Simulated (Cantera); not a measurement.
Cantera run, input and output.

```python
import numpy as np
import cantera as ct

gas = ct.Solution("gri30.yaml")
gas.TPX = 1475, 13332, {'CH4': 1, 'H2O': 0.55}
inlet = ct.Reservoir(gas, clone=True)

reactor = ct.IdealGasConstPressureReactor(gas, energy="off", clone=False)
exhaust = ct.Reservoir(gas, clone=True)
tau = [2.7, 1.4, 0.71, 0.37, 0.19, 0.097, 0.05, 0.026, 0.013, 0.0069][0]
for a, b in ((inlet, reactor), (reactor, exhaust)):
    ct.MassFlowController(a, b, mdot=lambda t: reactor.mass / tau)
net = ct.ReactorNet([reactor])
show = ['CH4', 'H2O', 'CH2', 'C2H2', 'CH2CO', 'CO2']

rows = []
print(f"{'tau/s':>10s}{'T/K':>9s}" + "".join(f"{s:>11s}" for s in show))
for tau in [2.7, 1.4, 0.71, 0.37, 0.19, 0.097, 0.05, 0.026, 0.013, 0.0069]:
    net.initial_time = 0.0
    net.advance(30 * tau)
    before = gas.X
    net.advance(40 * tau)
    drift = np.max(np.abs(gas.X - before) / (gas.X + 1e-9))
    rows.append([gas.T, *gas[show].X, drift])
    print(f"{tau:10.3e}{gas.T:9.1f}" + "".join(f"{x:11.3e}" for x in gas[show].X))
```

It prints:

```
     tau/s      T/K        CH4        H2O        CH2       C2H2      CH2CO        CO2
 2.700e+00   1475.0  3.227e-01  2.782e-01  8.049e-09  9.122e-02  2.551e-05  7.528e-04
 1.400e+00   1475.0  3.997e-01  2.994e-01  8.965e-09  6.964e-02  2.344e-05  2.585e-04
 7.100e-01   1475.0  4.731e-01  3.175e-01  9.987e-09  4.770e-02  1.928e-05  6.988e-05
 3.700e-01   1475.0  5.315e-01  3.312e-01  1.098e-08  2.967e-02  1.391e-05  1.722e-05
 1.900e-01   1475.0  5.767e-01  3.414e-01  1.181e-08  1.576e-02  8.061e-06  3.698e-06
 9.700e-02   1475.0  6.080e-01  3.482e-01  1.201e-08  6.754e-03  3.325e-06  7.234e-07
 5.000e-02   1475.0  6.270e-01  3.520e-01  1.110e-08  2.224e-03  8.559e-07  1.327e-07
 2.600e-02   1475.0  6.371e-01  3.538e-01  8.978e-09  5.405e-04  1.302e-07  2.078e-08
 1.300e-02   1475.0  6.420e-01  3.545e-01  6.106e-09  8.674e-05  1.085e-08  2.091e-09
 6.900e-03   1475.0  6.438e-01  3.547e-01  3.831e-09  1.327e-05  8.184e-10  1.835e-10
```

Cantera simulation using GRI-Mech 3.0 (53 species, 325 reactions); the numbers are that mechanism's predictions, not measurements. GRI-Mech 3.0 stops at C3 and has no aromatics, soot or wall deposition, so with more carbon than oxygen in the feed, carbon stays in small species such as C2H2 where larger ones or solid carbon would form.
